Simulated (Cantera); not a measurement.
**Hydrogen reduction and annealing atmospheres: V2O3 + H2 + H2O**

Input: 1 mol V2O3, a varied amount of H2, 4.5 mol H2O, held at 2198 K and 100 Torr.

These are equilibrium values from Cantera (NASA tables, ideal gas, pure condensed phases), not measurements of a reactor. Candidate condensed phases: H2O, V, VO, V2O3, V2O4, V2O5; 12 gas species. VO: taken at fixed stoichiometry. Condensed phases not in the tables: the oxides between V2O3 and V2O5 other than VO2. Equilibrium is a limit: real reactors are often held back by kinetics, nucleation or transport.

```tsv
n(H2) (mol)	x H2	x H2O	x H	x VO2	x OH	n V2O3(s)	n VO(l)
2.1	0.315	0.664	0.00856	0.00992	0.00251	0.967	0
6.3	0.574	0.408	0.0116	0.00576	0.00114	0.968	0
19	0.795	0.187	0.0136	0.00332	0.000446	0.959	0
57	0.912	0.0715	0.0146	0.00191	0.000159	0.935	0
170	0.954	0.0304	0.0149	0.000795	6.60e-5	0	1.83
520	0.974	0.0101	0.0151	0.000259	2.18e-5	0	1.75
1600	0.981	0.00336	0.0151	8.53e-5	7.19e-6	0	1.47
```
x: gas mole fraction; n: condensed amount in mol.

From 2.1 mol H2 to 57 mol H2 the condensed part is V2O3(s). From 170 mol H2 to 1600 mol H2 the condensed part is VO(l). The main V-bearing gas is VO2 at 2.1 mol H2 and VO at 1600 mol H2. The share of V in condensed phases is highest at 6.3 mol H2 (96.8 %) and lowest at 1600 mol H2 (73.6 %).
